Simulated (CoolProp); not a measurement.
C3F8 (R218) at 293.15 K and 0.562 MPa is compressed adiabatically to 4.46 MPa with isentropic efficiency 0.85. Each further row changes one setting.

Computed with CoolProp (reference Helmholtz-energy equation of state, Lemmon 2006). It is a short technical equation, of lower accuracy than the large ones.

```json
[
 {"case": "as stated", "work (kJ/kg)": "21.0", "final temperature (K)": "370.4", "final density (kg/m³)": "717"},
 {"case": "efficiency 1", "work (kJ/kg)": "17.8", "final temperature (K)": "368.7", "final density (kg/m³)": "747"},
 {"case": "efficiency 0.65", "work (kJ/kg)": "27.4", "final temperature (K)": "373.8", "final density (kg/m³)": "657"}
]
```
